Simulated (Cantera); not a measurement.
Input: 1 mol Si2Cl6, 64 mol H2, 0.63 mol Cl2, at 0.00870 bar.

Cantera equilibrium calculation (NASA polynomials, part measured and part estimated; ideal gas, pure solids and liquids). Candidate condensed phases: Si; 19 gas species. The feed counts by its element totals alone. Rates play no part.

Over these rows the condensed part is Si(s). Partial pressures as log10 of bar:

```tsv
T (K)	1000/T (1/K)	log p SiHCl3	log p H2	log p HCl	log p SiCl2
1225	0.8163	-5.13	-2.10	-3.23	-3.98
1275	0.7843	-5.42	-2.10	-3.21	-3.91
1325	0.7547	?	-2.10	-3.21	-3.87
1375	0.7273	-6.03	-2.10	-3.20	-3.85
1425	0.7018	-6.31	-2.10	-3.21	-3.83
1475	0.6780	-6.58	-2.10	-3.21	-3.82
```

Question: Fit log p(SiHCl3) = a + b·(1000/T) to the five rows, give the apparent enthalpy, and predict the row at 1325 K.

Answer: Means: 1000/T = 0.7415, log p = -5.894. Sxy = 0.139442, Sxx = 0.0132369, so b = 10.53 and a = -5.894 − (10.53)×0.7415 = -13.70.
Apparent enthalpy: −19.145 × (10.53) = -202 kJ/mol. With the condensed phases at unit activity, Si(s) + 3 HCl(g) = SiHCl3(g) + H2(g) links this pressure to the main gases: over the six rows their terms move log p by +0.06 in all, so the slope is close to that reaction's ΔH°. The five rows lie within 0.03 of the line.
Prediction at 1325 K: -13.70 + (10.53)×0.7547 = -5.75. The computed value is -5.73, 0.02 from the line.
